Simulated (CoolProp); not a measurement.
Vapour-liquid equilibrium of R134a (1) + isobutane (2) at 0.12 MPa; x and y are mole fractions of (1).

Computed with CoolProp (multi-fluid Helmholtz-energy mixture model, Tillner-Roth 1994 and Bücker 2006; pair parameters Bell 2016).

Question: Give the bubble temperature and the first vapour's composition at x = 0.05, 0.65, 0.8. Is there an azeotrope?

Answer: x = 0.05: -16.0 °C, y = 0.310; x = 0.65: -27.9 °C, y = 0.658; x = 0.8: -27.7 °C, y = 0.692. y crosses x between x = 0.65 and 0.8: the model has an azeotrope there.

Pair parameters are fitted to limited data, so mixtures are less certain than the pure fluids. With so large a gap from Raoult's law the liquid may split in two, which this calculation doesn't test in full.
